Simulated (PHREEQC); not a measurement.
A solution holds 0.007 mol/kgw HCl, 6.3e-05 mol/kgw ZnSO4 and 0.0019 mol/kgw MgSO4, at 25 °C. Closed to the air; pH follows from the charge balance.

Equilibrium calculation in PHREEQC: ion-association model, phreeqc.dat.

No solid was allowed to form.

Question: Order these S species by the share of S that they hold, largest first: ZnSO4, HSO4-, MgSO4, SO4-2.

Answer: SO4-2 (63 %), HSO4- (26 %), MgSO4 (10 %), ZnSO4 (0.33 %)

The pH is 2.23 and the ionic strength 0.0130 mol/kgw.
